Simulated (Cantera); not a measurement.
Feed: 1 mol Si, 9 mol HBr, 4.4 mol N2, at 0.133 bar.

These are equilibrium values from Cantera (NASA tables, ideal gas, pure condensed phases), not measurements of a reactor. Candidate condensed phases: Br2, Si, Si3N4; 28 gas species. N2 is the only nitrogen source here; it is nearly inert below about 1500 K, so the nitride shown seldom forms there in practice. The numbers say what is thermodynamically allowed, not how fast it happens.

Task: Which condensed phases are stable at each of these points (T (K)): 1023, 1123, 1223, 1323, 1423, 1523, 1623, 1723?

Result: 
```tsv
T (K)	condensed phases	Si condensed (%)
1023	Si3N4(s)	18.6
1123	Si3N4(s)	19.8
1223	Si3N4(s)	20.4
1323	Si3N4(s)	19.0
1423	Si3N4(s)	10.5
1523	gas only	0.0
1623	gas only	0.0
1723	gas only	0.0
```

From 1023 K to 1423 K the condensed part is Si3N4(s). From 1523 K to 1723 K nothing is condensed.
